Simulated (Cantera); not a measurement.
Feed: 1 mol Si3N4, 0.12 mol O2, 6 mol H2, at 1273 K.

These are equilibrium values from Cantera (NASA tables, ideal gas, pure condensed phases), not measurements of a reactor. Candidate condensed phases: H2O, Si, SiO2, Si2N2O, Si3N4; 35 gas species. Mutual solubility and eutectic melting of coexisting phases are not modelled. The numbers say what is thermodynamically allowed, not how fast it happens.

x: gas mole fraction; n: condensed amount in mol.

```json
[
 {"P (Pa)": "0.100", "x H2": "0.771", "x N2": "0.227", "x SiO": "___", "x H": "0.000626", "x NH3": "4.47e-11", "n Si(s)": "2.53", "n Si2N2O(s)": "0.230", "n Si3N4(s)": "0"},
 {"P (Pa)": "0.600", "x H2": "0.959", "x N2": "0.0401", "x SiO": "___", "x H": "0.000285", "x NH3": "1.56e-10", "n Si(s)": "0.255", "n Si2N2O(s)": "0.239", "n Si3N4(s)": "0.755"},
 {"P (Pa)": "3.60", "x H2": "0.987", "x N2": "0.0132", "x SiO": "___", "x H": "0.000118", "x NH3": "5.61e-10", "n Si(s)": "0", "n Si2N2O(s)": "0.240", "n Si3N4(s)": "0.840"},
 {"P (Pa)": "22", "x H2": "0.987", "x N2": "0.0132", "x SiO": "___", "x H": "4.78e-5", "x NH3": "3.43e-9", "n Si(s)": "0", "n Si2N2O(s)": "0.240", "n Si3N4(s)": "0.840"},
 {"P (Pa)": "130", "x H2": "0.987", "x N2": "0.0132", "x SiO": "___", "x H": "1.96e-5", "x NH3": "2.02e-8", "n Si(s)": "0", "n Si2N2O(s)": "0.240", "n Si3N4(s)": "0.840"},
 {"P (Pa)": "770", "x H2": "0.987", "x N2": "0.0132", "x SiO": "___", "x H": "8.07e-6", "x NH3": "1.20e-7", "n Si(s)": "0", "n Si2N2O(s)": "0.240", "n Si3N4(s)": "0.840"},
 {"P (Pa)": "4600", "x H2": "0.987", "x N2": "0.0132", "x SiO": "___", "x H": "3.30e-6", "x NH3": "7.16e-7", "n Si(s)": "0", "n Si2N2O(s)": "0.240", "n Si3N4(s)": "0.840"},
 {"P (Pa)": "28000", "x H2": "0.987", "x N2": "0.0132", "x SiO": "___", "x H": "1.34e-6", "x NH3": "4.36e-6", "n Si(s)": "0", "n Si2N2O(s)": "0.240", "n Si3N4(s)": "0.840"},
 {"P (Pa)": "170000", "x H2": "0.987", "x N2": "0.0131", "x SiO": "___", "x H": "5.43e-7", "x NH3": "2.65e-5", "n Si(s)": "0", "n Si2N2O(s)": "0.240", "n Si3N4(s)": "0.840"},
 {"P (Pa)": "1000000", "x H2": "0.987", "x N2": "0.0131", "x SiO": "___", "x H": "2.24e-7", "x NH3": "0.000155", "n Si(s)": "0", "n Si2N2O(s)": "0.240", "n Si3N4(s)": "0.840"}
]
```

Question: Some entries are withheld; supply them.

Answer: 
- 0.100, x SiO: 0.00134
- 0.600, x SiO: 0.000211
- 3.60, x SiO: 2.81e-5
- 22, x SiO: 2.51e-6
- 130, x SiO: 2.35e-7
- 770, x SiO: 2.19e-8
- 4600, x SiO: 2.02e-9
- 28000, x SiO: 1.82e-10
- 170000, x SiO: 1.64e-11
- 1000000, x SiO: 1.55e-12
